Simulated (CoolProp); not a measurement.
Vapour-liquid equilibrium of propylene (1) + n-hexane (2) at -37.25 °C; x and y are mole fractions of (1).

Model: multi-fluid Helmholtz-energy mixture model, Lemmon 2013 and Thol 2019; pair parameters Bell 2016, in CoolProp.

```json
[
 {"x": "0.05", "bubble pressure, mixture model (MPa)": "0.01505", "bubble pressure, Raoult's law (MPa)": "0.008465", "y, mixture model": "0.964", "y, Raoult's law": "0.937"},
 {"x": "0.15", "bubble pressure, mixture model (MPa)": "0.03438", "bubble pressure, Raoult's law (MPa)": "0.02427", "y, mixture model": "0.985", "y, Raoult's law": "0.980"},
 {"x": "0.25", "bubble pressure, mixture model (MPa)": "0.04792", "bubble pressure, Raoult's law (MPa)": "0.04008", "y, mixture model": "0.990", "y, Raoult's law": "0.990"},
 {"x": "0.35", "bubble pressure, mixture model (MPa)": "?", "bubble pressure, Raoult's law (MPa)": "0.05589", "y, mixture model": "0.993", "y, Raoult's law": "0.993"},
 {"x": "0.45", "bubble pressure, mixture model (MPa)": "?", "bubble pressure, Raoult's law (MPa)": "0.07170", "y, mixture model": "?", "y, Raoult's law": "0.996"},
 {"x": "0.55", "bubble pressure, mixture model (MPa)": "0.08527", "bubble pressure, Raoult's law (MPa)": "0.08751", "y, mixture model": "0.996", "y, Raoult's law": "0.997"},
 {"x": "0.65", "bubble pressure, mixture model (MPa)": "0.1000", "bubble pressure, Raoult's law (MPa)": "0.1033", "y, mixture model": "0.997", "y, Raoult's law": "0.998"},
 {"x": "0.75", "bubble pressure, mixture model (MPa)": "0.1161", "bubble pressure, Raoult's law (MPa)": "0.1191", "y, mixture model": "0.998", "y, Raoult's law": "0.999"},
 {"x": "0.85", "bubble pressure, mixture model (MPa)": "0.1330", "bubble pressure, Raoult's law (MPa)": "0.1349", "y, mixture model": "0.999", "y, Raoult's law": "0.999"},
 {"x": "0.95", "bubble pressure, mixture model (MPa)": "0.1502", "bubble pressure, Raoult's law (MPa)": "0.1507", "y, mixture model": "1.000", "y, Raoult's law": "1.000"}
]
```

Question: Complete the blanks.

Answer: 
- 0.35, bubble pressure, mixture model (MPa): 0.05982
- 0.45, bubble pressure, mixture model (MPa): 0.07198
- 0.45, y, mixture model: 0.995

The largest gap from Raoult's law is +77.8 % in bubble pressure, at x = 0.05. No azeotrope shows between x = 0.05 and 0.95.

The pair parameters rest on a limited set of measurements; away from them the model extrapolates. The gap from Raoult's law changes sign with composition, which may be real or a fault of the pair parameters; it wasn't checked against measurements. With so large a gap from Raoult's law the liquid may split in two, which this calculation doesn't test in full.
